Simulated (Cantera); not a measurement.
Feed: 1 mol SiHCl3, 3.3 mol NH3, 0.77 mol H2, held at 1177 °C and 100000 Pa.

These are equilibrium values from Cantera (NASA tables, ideal gas, pure condensed phases), not measurements of a reactor. Candidate condensed phases: NH4Cl, Si, Si3N4; 28 gas species. The tables' values for SiCl3 are old estimates; treat these amounts as uncertain. Rates play no part.

Base state: H2 0.567, HCl 0.297, N2 0.122, SiCl4 0.00893, SiCl3 0.00178, SiHCl3 0.00147, SiCl2 0.00130, SiH2Cl2 3.73e-5 (mole fractions); condensed: Si3N4(s).

Problem. What changes in the equilibrium state with this change: NH3 from 3.3 to 30 mol?

Solution. 
```
species         before    after
-------------  -------  -------
H2               0.567    0.721
N2               0.122    0.231
HCl              0.297   0.0482
SiCl2          0.00130  1.76e-5
SiCl4          0.00893  2.50e-6
SiCl3          0.00178  3.47e-6
SiHCl3         0.00147  3.23e-6
SiH2Cl2        3.73e-5  6.43e-7
NH3            1.08e-5  2.13e-5
Si3N4(s), mol    0.294    0.333
```
